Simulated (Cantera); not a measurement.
Feed: 1 mol Cu2O, 0.49 mol CH4, 1.4 mol N2, held at 10.0 mbar.

Method: chemical equilibrium by Gibbs-energy minimisation in Cantera with the NASA 1993 tables (ideal gas, pure condensed phases). Candidate condensed phases: C, C6H6, C7H8, C8H18, Cu, CuO, Cu(OH)2, Cu2O, H2O; 139 gas species. Kinetics and transport are ignored.

Which condensed phases are stable at each of these points (T (K)): 1073, 1123, 1173, 1223, 1273, 1323, 1373, 1423, 1473, 1523, 1573, 1623, 1673?


| T (K) | condensed phases | Cu condensed (%) |
|---|---|---|
| 1073 | Cu(s) | 100.0 |
| 1123 | Cu(s) | 100.0 |
| 1173 | Cu(s) | 100.0 |
| 1223 | Cu(s) | 100.0 |
| 1273 | Cu(s) | 100.0 |
| 1323 | Cu(s) | 100.0 |
| 1373 | Cu(l) | 100.0 |
| 1423 | Cu(l) | 100.0 |
| 1473 | Cu(l) | 99.9 |
| 1523 | Cu(l) | 99.8 |
| 1573 | Cu(l) | 99.6 |
| 1623 | Cu(l) | 99.2 |
| 1673 | Cu(l) | 98.4 |

From 1073 K to 1323 K the condensed part is Cu(s). From 1373 K to 1673 K the condensed part is Cu(l).
